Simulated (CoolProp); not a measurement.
A single-stage vapour-compression cycle with 1,2-dichloroethane: evaporating at 308.15 K (dew point), condensing at 356.15 K (bubble point), superheat 10 K, subcooling 0 K, compressor efficiency 0.7, no pressure losses. Each further row changes one setting.

Computed with CoolProp (reference Helmholtz-energy equation of state, Thol 2015).

| case | cooling COP | pressure ratio | discharge temperature (K) | refrigerating effect (kJ/kg) | volumetric capacity (kJ/m³) |
|---|---|---|---|---|---|
| as stated | 3.98 | 5.99 | 403.2 | 294 | 184 |
| evaporating temperature 313.15 K | ? | 4.83 | 398.3 | 298 | 229 |
| condensing temperature 351.15 K | 4.51 | 5.11 | ? | 301 | 189 |
| subcooling 5 K | 4.08 | 5.99 | 403.2 | 301 | 189 |
| superheat 20 K | 3.98 | 5.99 | 414.6 | 303 | 184 |
| compressor efficiency 0.6 | ? | 5.99 | 416.1 | 294 | 184 |

Q: Some entries are withheld; supply them.

A: 
- evaporating temperature 313.15 K, cooling COP: 4.58
- condensing temperature 351.15 K, discharge temperature (K): 395.3
- compressor efficiency 0.6, cooling COP: 3.42
